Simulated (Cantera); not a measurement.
A closed system holds: 1 mol Fe₃O₄, 2 mol CO, 0.28 mol H₂, 6.9 mol C, equilibrated at 17000 Pa.

Cantera equilibrium calculation (NASA polynomials, part measured and part estimated; ideal gas, pure solids and liquids). Candidate condensed phases: C, C₆H₆, C₇H₈, C₈H₁₈, Fe, Fe(CO)₅, FeO, Fe(OH)₂, Fe(OH)₃, Fe₂O₃, Fe₃O₄, H₂O; 114 gas species. Iron dissolves carbon and melts from about 1420 K in contact with it, which pure phases cannot show. Condensed phases not in the tables: cementite and carbon dissolved in iron. Equilibrium is a limit: real reactors are often held back by kinetics, nucleation or transport.

x: gas mole fraction; n: condensed amount in mol.

| T (K) | x CO | x H₂ | x CO₂ | x H₂O | x H | n C(graphite) | n Fe(α) | n Fe(γ) | n Fe(δ) |
|---|---|---|---|---|---|---|---|---|---|
| 1098 | 0.941 | 0.0445 | 0.0137 | 0.000655 | 1.27e-8 | 2.99 | 3.00 | 0 | 0 |
| 1198 | 0.952 | 0.0445 | 0.00300 | 0.000191 | 9.73e-8 | 2.92 | 0 | 3.00 | 0 |
| 1298 | 0.955 | 0.0446 | (withheld) | (withheld) | (withheld) | 2.91 | 0 | 3.00 | 0 |
| 1398 | 0.955 | 0.0446 | (withheld) | (withheld) | (withheld) | 2.90 | 0 | 3.00 | 0 |
| 1498 | 0.955 | 0.0446 | 0.000105 | 1.26e-5 | 8.80e-6 | 2.90 | 0 | 3.00 | 0 |
| 1598 | 0.955 | 0.0446 | 4.58e-5 | 6.41e-6 | 2.73e-5 | 2.90 | 0 | 3.00 | 0 |
| 1698 | 0.955 | 0.0445 | 2.22e-5 | 3.53e-6 | 7.40e-5 | 2.90 | 0 | 0 | 3.00 |

Q: Some entries are withheld; supply them.

A: 
- 1298, x CO₂: 0.000820
- 1298, x H₂O: 6.72e-5
- 1298, x H: 5.49e-7
- 1398, x CO₂: 0.000272
- 1398, x H₂O: 2.74e-5
- 1398, x H: 2.42e-6
